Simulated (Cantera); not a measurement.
# Moist CO burnout

A perfectly stirred reactor is fed with 0.350 % CO, 0.204 % O2, 2.24 % H2O, 97.2 % N2, equivalence ratio 0.86, at 10.0 bar; it is held at 1275 K, and followed from long to short residence time.

Detailed kinetics in Cantera: GRI-Mech 3.0 (53 species, 325 reactions).

```json
[
 {"τ (s)": "1.8", "x CO": "3.97e-5", "x O2": "0.000319", "x H2O": "0.0224", "x CO2": "0.00347", "x H": "1.06e-7", "x OH": "1.87e-6"},
 {"τ (s)": "0.77", "x CO": "7.82e-5", "x O2": "0.000343", "x H2O": "0.0224", "x CO2": "0.00343", "x H": "2.09e-7", "x OH": "2.17e-6"},
 {"τ (s)": "0.34", "x CO": "0.000143", "x O2": "0.000382", "x H2O": "0.0224", "x CO2": "0.00336", "x H": "3.83e-7", "x OH": "2.58e-6"},
 {"τ (s)": "0.15", "x CO": "0.000250", "x O2": "0.000443", "x H2O": "0.0223", "x CO2": "0.00326", "x H": "6.73e-7", "x OH": "3.19e-6"},
 {"τ (s)": "0.066", "x CO": "0.000420", "x O2": "0.000537", "x H2O": "0.0223", "x CO2": "0.00308", "x H": "1.13e-6", "x OH": "4.02e-6"},
 {"τ (s)": "0.029", "x CO": "0.000684", "x O2": "0.000678", "x H2O": "0.0223", "x CO2": "0.00282", "x H": "1.78e-6", "x OH": "5.06e-6"},
 {"τ (s)": "0.013", "x CO": "0.00107", "x O2": "0.000876", "x H2O": "0.0223", "x CO2": "0.00244", "x H": "2.56e-6", "x OH": "6.18e-6"},
 {"τ (s)": "0.0057", "x CO": "0.00161", "x O2": "0.00115", "x H2O": "0.0223", "x CO2": "0.00190", "x H": "3.35e-6", "x OH": "7.20e-6"}
]
```
x: mole fraction; the columns are a selection and need not sum to one.
